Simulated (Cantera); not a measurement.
Input (Python, Cantera):

```python
import numpy as np
import cantera as ct

gas = ct.Solution("gri30.yaml")


def delay(T, t_max=10):
    gas.TPX = T, 32000, {'CH4': 1, 'C2H6': 0.25, 'C3H8': 1.1, 'O2': 9.52, 'N2': 61.9}
    reactor = ct.IdealGasReactor(gas, clone=False)
    net = ct.ReactorNet([reactor])
    net.rtol, net.atol = 1e-8, 1e-16
    while net.time < t_max:
        t_old, T_old = net.time, reactor.T
        net.step()
        if reactor.T > T + 400:  # ignition: a rise of 400 K
            return t_old + (T + 400 - T_old) / (reactor.T - T_old) * (net.time - t_old)
    return np.nan


taus = []
for T in [1125, 1225, 1325, 1425, 1525, 1625, 1725, 1825]:
    taus.append(delay(T))
    print(f"T0 = {T:6g} K   tau = {taus[-1]:.4e} s")
```

Result:

```
T0 =   1125 K   tau = 4.4652e-02 s
T0 =   1225 K   tau = 6.6110e-03 s
T0 =   1325 K   tau = 1.4291e-03 s
T0 =   1425 K   tau = 4.4599e-04 s
T0 =   1525 K   tau = 1.8785e-04 s
T0 =   1625 K   tau = 9.8383e-05 s
T0 =   1725 K   tau = 5.9904e-05 s
T0 =   1825 K   tau = 4.0470e-05 s
```

Computed with Cantera and GRI-Mech 3.0 (53 species, 325 reactions). GRI-Mech 3.0 was tuned for natural gas; its chemistry of propane as a main component is partial and can be far from experiment.
